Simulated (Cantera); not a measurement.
A closed system holds: 1 mol MgO, 1.7 mol C, 0.11 mol H2, 6.1 mol CO, at 898 K and 63000 Pa.

These are equilibrium values from Cantera (NASA tables, ideal gas, pure condensed phases), not measurements of a reactor. Candidate condensed phases: C, C6H6, C7H8, C8H18, H2O, Mg, MgCO3, MgO, Mg(OH)2; 116 gas species. Equilibrium is a limit: real reactors are often held back by kinetics, nucleation or transport.

Base state: CO2 0.577, CO 0.395, H2 0.0172, H2O 0.0108, CH4 5.97e-5 (mole fractions); condensed: C(graphite) + MgO(s).

**Question.** What changes in the equilibrium state with this change: temperature from 898 K to 825 K?

**Answer.** 
```tsv
species	before	after
CO2	0.577	0.800
CO	0.395	0.168
H2O	0.0108	0.0183
H2	0.0172	0.0137
CH4	5.97e-5	0.000107
C(graphite), mol	4.00	4.49
MgO(s), mol	1.00	1.00
```
